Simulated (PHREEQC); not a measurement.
Make-up at 25 °C: 0.0054 mol/kgw HCl, 0.0023 mol/kgw CaCl2 and 0.0051 mol/kgw MnSO4. Closed to the air; pH follows from the charge balance.

All values are PHREEQC results (ion-association model, phreeqc.dat), not measurements.

```csv
quantity,before,after
pH,2.40,2.39
ionic strength (mol/kgw),0.0266,0.0521
Mn+2 (mol/kgw),0.00426,0.00438
SO4-2 (mol/kgw),0.00321,0.00285
Ca+2 (mol/kgw),0.00196,0.0104
HSO4- (mol/kgw),0.000802,0.000624
SI of Gypsum (CaSO4:2H2O),-1.14,-0.62
SI of Pyrochroite (Mn(OH)2),-13.03,-13.09
```

**Question.** What was changed between the two runs?
A. diluted 5-fold with water
B. 0.0013 mol/kgw NaOH added
C. CaCl2 from 0.0023 to 0.0115 mol/kgw

**Answer.** C, CaCl2 from 0.0023 to 0.0115 mol/kgw

No solid was allowed to form.
